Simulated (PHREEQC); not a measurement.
A solution holds 0.011 mol/kgw H2SO4, 0.0094 mol/kgw CaCl2 and 0.026 mol/kgw MgCl2, at 34 °C. Closed to the air; pH follows from the charge balance.

Model: ion-association model, phreeqc.dat, run in PHREEQC.

```csv
quantity,before,after
pH,1.81,2.73
ionic strength (mol/kgw),0.116,0.0126
SO4-2 (mol/kgw),0.00374,0.000726
HSO4- (mol/kgw),0.00310,0.000116
```

Problem. What was changed between the two runs?
A) diluted 10-fold with water
B) diluted 100-fold with water
C) MgCl2 left out
D) CaCl2 left out

Solution. A, diluted 10-fold with water

No solid was allowed to form.
